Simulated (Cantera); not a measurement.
Charge: 1 mol borazine, 0.2 mol O2, 35 mol N2, 0.88 mol H2O, equilibrated at 2325 K and 0.133 bar.

Equilibrium computed with Cantera from the NASA thermochemical tables; the gas is ideal and each condensed phase is pure. Candidate condensed phases: B, BN, B2O3, B3O3H3, H2O; 39 gas species. The feed counts by its element totals alone. The tables' values for BH2 are old estimates; treat these amounts as uncertain. Equilibrium is a limit: real reactors are often held back by kinetics, nucleation or transport.

Q: What is the equilibrium state?

A: 
```json
{
 "x(N2)": "0.878",
 "x(H2)": "0.0852",
 "x(BO)": "0.0134",
 "x(HBO)": "0.0118",
 "x(H)": "0.00879",
 "x(B2O2)": "0.00293",
 "x(B2O)": "0.000101",
 "x(B2O3)": "8.12e-5",
 "x(HBO2)": "5.27e-5",
 "n(BN(s))": "1.72 mol",
 "gas_amount": "40.61 mol",
 "log10 activity of B(s) (absent)": "-0.59"
}
```
